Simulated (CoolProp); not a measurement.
A simple Rankine cycle with water: condensing at 309.15 K, boiler at 7.22 MPa, turbine inlet 566.1 K, turbine efficiency 0.9, pump efficiency 0.6, no recuperator. Each further row changes one setting.

Computed with CoolProp (reference Helmholtz-energy equation of state, Wagner 2002).

```
case                             thermal efficiency (%)  net work (kJ/kg)  heat in (kJ/kg)  turbine exit temperature (K)  volume ratio over the turbine
-------------------------------  ----------------------  ----------------  ---------------  ----------------------------  -----------------------------
as stated                                          33.7               886             2630                         309.2                            635
turbine inlet 586.1 K                              33.9               923             2720                         309.2                            595
condensing temperature 301.15 K                    34.7               925             2670                         301.2                            963
boiler pressure 5.05 MPa                           32.7               896             2740                         309.2                            418
turbine efficiency 0.8                             29.9               787             2630                         309.2                            672
```

The expansion ends wet for: as stated; turbine inlet 586.1 K; condensing temperature 301.15 K; boiler pressure 5.05 MPa; turbine efficiency 0.8.
